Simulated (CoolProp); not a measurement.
Model: reference Helmholtz-energy equation of state, Lemmon 2006, in CoolProp. It is a short technical equation, of lower accuracy than the large ones.

Problem. Give the vapour pressure (kPa), enthalpy of vaporisation (kJ/kg), vapour Z of saturated carbon monoxide at 99.3, 111.4, 115.4 K.

Solution. 
```tsv
T (K)	p (kPa)	enthalpy of vaporisation (kJ/kg)	vapour Z
99.3	517	186	0.870
111.4	1160	157	0.769
115.4	1460	145	0.726
```
